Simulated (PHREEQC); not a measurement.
A column of 0.5 m (40 cells, dispersivity 0.025 m, 300 s a shift, diffusion coefficient 3e-10 m²/s) holds 0.01 eq of the database's cation exchanger X per kg of pore water, first in equilibrium with 3.2 mmol/kgw Na2SO4, 3.2 mmol/kgw CdCl2 and 0.01 mmol/kgw HCl. It is flushed with 3.2 mmol/kgw MgSO4, 7.2 mmol/kgw LiCl and 0.01 mmol/kgw HCl, at 25 °C. Values are for the last cell. CO2 from the air is kept out. Precipitation was switched off in this run.

Base run: PHREEQC, ion-association model, phreeqc.dat. Each further column changes one thing. The table gives Mg in solution (mol/kgw).

```tsv
pore volumes	base	exchange capacity from 0.01 to 0.005 eq/kgw	dispersivity from 0.025 to 0.05 m
0	0	0	0
0.6375	1.59e-7	7.07e-6	7.05e-6
1.387	0.000251	0.00103	0.000509
2.013	0.00113	0.00231	0.00134
2.638	0.00204	0.00293	0.00205
3.388	0.00272	0.00315	0.00260
4.013	0.00299	0.00319	0.00287
```
